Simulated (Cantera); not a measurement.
An isothermal, constant-pressure homogeneous reactor starts with NO : N2 = 1 : 0.38 (molar parts), at 1425 K and 100000 Pa. Integrator tolerance rtol = 1e-08.

Model: GRI-Mech 3.0 (53 species, 325 reactions), integrated in Cantera.

Question: What does this change do: temperature 1425 to 2100 K?

Answer: 
| quantity | before | after |
|---|---|---|
| x(NO) at 3.00 s | 0.714 (gas-phase equilibrium 0.000987) | 0.0124 (gas-phase equilibrium 0.0116) |
| x(O2) at 3.00 s | 0.00462 (gas-phase equilibrium 0.362) | 0.356 (gas-phase equilibrium 0.356) |
| x(O) at 3.00 s | 1.27e-7 (gas-phase equilibrium 8.40e-7) | 0.000834 (gas-phase equilibrium 0.000834) |
| x(N2O) at 3.00 s | 0.000161 (gas-phase equilibrium 5.58e-8) | 5.90e-7 (gas-phase equilibrium 5.82e-7) |
| x(NO2) at 3.00 s | 0.000896 (gas-phase equilibrium 8.80e-6) | 2.38e-5 (gas-phase equilibrium 2.23e-5) |
| x(N2) at 3.00 s | 0.280 (gas-phase equilibrium 0.637) | 0.631 (gas-phase equilibrium 0.632) |
